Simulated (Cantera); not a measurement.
An isothermal, constant-pressure homogeneous reactor starts with NO : N2 : H2O = 1 : 0.57 : 0.0055 (molar parts), at 1875 K and 0.0200 bar.

Model: GRI-Mech 3.0 (53 species, 325 reactions), integrated in Cantera. Radical loss at walls, strong at low pressure, is not modelled.

Problem. Predict: x(NO) at 20.0 s; x(N2) at 20.0 s; x(O2) at 20.0 s; x(NO2) at 20.0 s; x(N2O) at 20.0 s.

Solution. 
```
Quantity                                           Result
----------------  ---------------------------------------
x(NO) at 20.0 s     0.401 (gas-phase equilibrium 0.00603)
x(N2) at 20.0 s       0.478 (gas-phase equilibrium 0.676)
x(O2) at 20.0 s       0.116 (gas-phase equilibrium 0.314)
x(NO2) at 20.0 s  8.82e-5 (gas-phase equilibrium 2.25e-6)
x(N2O) at 20.0 s  3.93e-5 (gas-phase equilibrium 4.49e-8)
```
